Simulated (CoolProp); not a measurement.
Values from CoolProp's reference Helmholtz-energy equation of state, Younglove 1994. It is a modified Benedict-Webb-Rubin equation, recast in Helmholtz form.

Question: For R123, give the phase and the density (kg/m³), Joule-Thomson coefficient (K/MPa), isothermal compressibility (1/MPa), viscosity (µPa s) at 284.8 K and 0.101 MPa; 305.5 K and 0.101 MPa.

Answer: 
- 284.8 K and 0.101 MPa: liquid; density 1500, Joule-Thomson coefficient -0.351, isothermal compressibility 0.00169, viscosity 489
- 305.5 K and 0.101 MPa: gas; density 6.34, Joule-Thomson coefficient 35.9, isothermal compressibility 10.3, viscosity 11.0

Viscosity comes from a separate model (Tanaka 1996).
